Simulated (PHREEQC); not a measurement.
Solution (30 °C): 0.004 mol/kgw HCl, 0.0019 mol/kgw Li2SO4 and 0.00045 mol/kgw MgSO4. Closed to the air; pH follows from the charge balance.

Computed with PHREEQC (ion-association model, phreeqc.dat).

**Question.** The ionic strength comes out as 0.0102 mol/kgw. What activity coefficients do Cl-, Li+, H+, SO4-2, Mg+2 get?

**Answer.** Cl- 0.90, Li+ 0.91, H+ 0.91, SO4-2 0.66, Mg+2 0.67.

Precipitation was switched off in this run.
